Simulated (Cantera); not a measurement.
Feed: 1 mol Si, 0.011 mol CO2, 130 mol H2, held at 11.0 Pa.

Equilibrium computed with Cantera from the NASA thermochemical tables; the gas is ideal and each condensed phase is pure. Candidate condensed phases: C, C6H6, C7H8, C8H18, H2O, Si, SiC, SiO2; 123 gas species. Mutual solubility and eutectic melting of coexisting phases are not modelled. Gases not in the tables: Si2H6 and higher silanes. Rates play no part.

### Question
Which condensed phases are stable at each of these points (T (°C)): 700, 775, 850, 925, 1000, 1075, 1150, 1225, 1300, 1375, 1450, 1525?

### Answer
```
T (°C)                 condensed phases  Si condensed (%)
------  -------------------------------  ----------------
700     Si(s) + SiC(s) + SiO2(β-quartz)             100.0
775     Si(s) + SiC(s) + SiO2(β-quartz)              99.6
850                      Si(s) + SiC(s)              97.8
925                      Si(s) + SiC(s)              97.8
1000                     Si(s) + SiC(s)              97.8
1075                     Si(s) + SiC(s)              97.8
1150                     Si(s) + SiC(s)              97.6
1225                     Si(s) + SiC(s)              96.6
1300                     Si(s) + SiC(s)              91.1
1375                     Si(s) + SiC(s)              66.0
1450                             SiC(s)               0.2
1525                           gas only               0.0
```

From 700 °C to 775 °C the condensed part is Si(s) + SiC(s) + SiO2(β-quartz). From 850 °C to 1375 °C the condensed part is Si(s) + SiC(s). At 1450 °C the condensed part is SiC(s). At 1525 °C nothing is condensed.
